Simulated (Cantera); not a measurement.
A closed system holds: 1 mol CuO, 1.9 mol CO, 0.26 mol H2, held at 760 Pa.

Equilibrium computed with Cantera from the NASA thermochemical tables; the gas is ideal and each condensed phase is pure. Candidate condensed phases: C, C6H6, C7H8, C8H18, Cu, CuO, Cu(OH)2, Cu2O, H2O; 113 gas species. Kinetics and transport are ignored. All values below are at 1825 °C.

Base state: CO 0.349, Cu 0.314, CO2 0.250, H2O 0.0614, H2 0.0173, H 0.00464, OH 0.00195, O2 0.000565 (mole fractions); condensed: gas only.

What changes in the equilibrium state with this change: H2 from 0.26 to 2.5 mol?


```
species    before    after
-------  --------  -------
CO          0.349    0.316
H2         0.0173    0.298
Cu          0.314    0.183
CO2         0.250   0.0322
H         0.00464   0.0193
H2O        0.0614    0.150
O2       0.000565  1.14e-5
CuO       6.36e-5  5.25e-6
```
